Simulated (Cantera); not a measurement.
A Cantera script and what it prints.

```python
import numpy as np
import cantera as ct

gas_names = [...]  # 87 gases of nasa_gas.yaml made of C, H, Si
cond_names = """
    C(gr) C6H6(L) C7H8(L) C8H18(L),n-octa Si(cr) Si(L) SiC(b)
""".split()


# ... load() reads the species with a 1 bar reference pressure and builds the phases ...
atoms = {
    'CH3SiH3': {'C': 1, 'H': 6, 'Si': 1},
    'C2H2': {'C': 2, 'H': 2},
    'H2': {'H': 2},
}
top_T = {'C(gr)': 4500, 'SiC(b)': 3050}  # K; cautious upper limits of use, not melting points


# ... equilibrate(T, P, feed) seeds the gas with the atoms and calls Mixture.equilibrate('TP', solver="vcs", rtol=1e-11, max_steps=5000) ...
results = []
feed = {'CH3SiH3': 1, 'C2H2': 0.008, 'H2': 95}  # mol
T = 2148.15  # K
P = 820  # Pa
mix = equilibrate(T, P, feed)
results.append((T, P, feed, dict(zip(mix.species_names, mix.species_moles))))
x = sorted(zip(gas.X, gas.species_names), reverse=True)
print(f"T = {T:g} K  P = {P:g} Pa  gas = {mix.phase_moles(0):.4g} mol")
print("   x: " + "  ".join(f"{s} {v:.3e}" for v, s in x if v > 0.001))
print("   condensed (mol): " + ("  ".join(f"{mix.phase(i).name} {mix.phase_moles(i):.4g}"
      for i in range(1, mix.n_phases) if mix.phase_moles(i) > 1e-12) or "none"))
```

Output:

```
T = 2148.15 K  P = 820 Pa  gas = 100.6 mol
   x: H2 9.504e-01  H 4.491e-02  Si 2.716e-03  C2H2,acetylene 1.485e-03
   condensed (mol): SiC(b) 0.6677
```

Equilibrium computed with Cantera from the NASA thermochemical tables; the gas is ideal and each condensed phase is pure. The feed counts by its element totals alone. Gases not in the tables: Si2H6 and higher silanes.
